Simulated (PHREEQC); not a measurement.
Acid rinse or clean (model solution)

A solution holds 0.13 mol/kgw HCl, 0.0014 mol/kgw FeCl3 and 0.0038 mol/kgw MgCl2, at 25 °C. Closed to the air; pH follows from the charge balance.

The numbers come from PHREEQC with the ion-association model, phreeqc.dat.

Precipitation was switched off in this run.

Question: Predict the pH, specific conductance.

Answer: pH 0.98; specific conductance 45800 µS/cm.

Question: In which forms is Fe present?

Answer: FeCl+2 52 %, Fe+3 37 %, FeCl2+ 11 %, FeOH+2 1.0 % of the Fe.

Examples of supersaturated solids here: Hematite (slow to form). Others may be too.
